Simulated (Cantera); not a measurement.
Charge: 1 mol V₂O₃, 280 mol H₂, at 0.200 bar.

Method: chemical equilibrium by Gibbs-energy minimisation in Cantera with the NASA 1993 tables (ideal gas, pure condensed phases). Candidate condensed phases: H₂O, V, VO, V₂O₃, V₂O₄, V₂O₅; 12 gas species. VO: taken at fixed stoichiometry. Rates play no part.

**Question.** At 1525 K, list the 3 most abundant gas species with their mole fractions, and the condensed phases.

**Answer.** H₂ 0.996, H₂O 0.00357, H 5.28e-5. Condensed: VO(s).
